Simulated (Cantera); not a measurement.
Mixture: CH₄ : H₂ : O₂ : N₂ = 1 : 0.21 : 1.17 : 4.4 (molar parts), at 11.8 atm, adiabatic and at constant volume. Ignition delay is the time to a rise of 400 K.

Computed with Cantera and GRI-Mech 3.0 (53 species, 325 reactions). The pressure lies above the range GRI-Mech 3.0 was tuned for (to about 10 atm). Below about 1000 K GRI-Mech 3.0 lacks low-temperature oxidation paths. Below about 950 K walls govern HO2 and H2O2 in real vessels.

Problem. Predict: delay at 850 K; delay at 925 K; delay at 1000 K; delay at 1075 K; delay at 1150 K; delay at 1225 K; apparent activation energy between 1075 and 1225 K.

Solution. 
```
Property                                                Result
--------------------------------------------------  ----------
delay at 850 K                                         0.506 s
delay at 925 K                                         57.6 ms
delay at 1000 K                                        9.87 ms
delay at 1075 K                                        2.63 ms
delay at 1150 K                                        1.10 ms
delay at 1225 K                                       0.584 ms
apparent activation energy between 1075 and 1225 K  110 kJ/mol
```
